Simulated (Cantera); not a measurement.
A closed system holds: 1 mol H2S, 0.075 mol SO2, 0.74 mol O2, 0.034 mol H2O, equilibrated at 2175 °C and 1.00 Torr.

These are equilibrium values from Cantera (NASA tables, ideal gas, pure condensed phases), not measurements of a reactor. Candidate condensed phases: H2O, H2SO4, S; 19 gas species. Rates play no part.

**Question.** What is the equilibrium state?

**Answer.** 
- x(H) = 0.227
- x(SO) = 0.200
- x(H2) = 0.174
- x(SO2) = 0.145
- x(H2O) = 0.112
- x(S) = 0.0711
- x(OH) = 0.0286
- x(O) = 0.0249
- x(O2) = 0.00663
- gas amount = 2.485 mol
- log10 activity of S(l) (absent) = -4.32
